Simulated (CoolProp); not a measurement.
Vapour-liquid equilibrium of n-butane (1) + cis-2-butene (2) at -18.75 °C; x and y are mole fractions of (1).

Values from CoolProp's multi-fluid Helmholtz-energy mixture model, Bücker 2006 and Lemmon 2005; pair parameters Bell 2016.

```tsv
x	bubble pressure, mixture model (kPa)	bubble pressure, Raoult's law (kPa)	y, mixture model	y, Raoult's law
0.05	40.06	39.75	0.066	0.060
0.125	41.04	40.39	0.158	0.148
0.2	41.93	41.03	0.244	0.233
0.275	42.72	41.66	0.323	0.316
0.35	43.44	42.30	0.400	0.396
0.425	44.09	42.94	0.473	0.473
0.5	44.69	43.57	0.544	0.549
0.575	45.25	44.21	0.614	0.622
0.65	45.77	44.85	0.683	0.693
0.725	46.25	45.48	0.752	0.762
0.8	46.70	46.12	0.820	0.829
0.875	47.14	46.75	0.888	0.895
0.95	47.55	47.39	0.955	0.959
```

The largest gap from Raoult's law is +2.7 % in bubble pressure, at x = 0.425. No azeotrope shows between x = 0.05 and 0.95.

The pair parameters rest on a limited set of measurements; away from them the model extrapolates.
